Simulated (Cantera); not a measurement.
An isothermal, constant-pressure homogeneous reactor starts with CH4 : CO2 = 1 : 0.67 (molar parts), at 1550 K and 180 Torr.

Model: GRI-Mech 3.0 (53 species, 325 reactions), integrated in Cantera.

Predict: x(CH4) at 5.00 s; x(CO2) at 5.00 s; x(H2) at 5.00 s; x(CO) at 5.00 s; x(CH2O) at 5.00 s.


| Item | Value |
|---|---|
| x(CH4) at 5.00 s | 0.0306 (gas-phase equilibrium 0.0100) |
| x(CO2) at 5.00 s | 0.0352 (gas-phase equilibrium 2.37e-7) |
| x(H2) at 5.00 s | 0.391 (gas-phase equilibrium 0.539) |
| x(CO) at 5.00 s | 0.276 (gas-phase equilibrium 0.406) |
| x(CH2O) at 5.00 s | 1.97e-7 (gas-phase equilibrium 2.28e-8) |
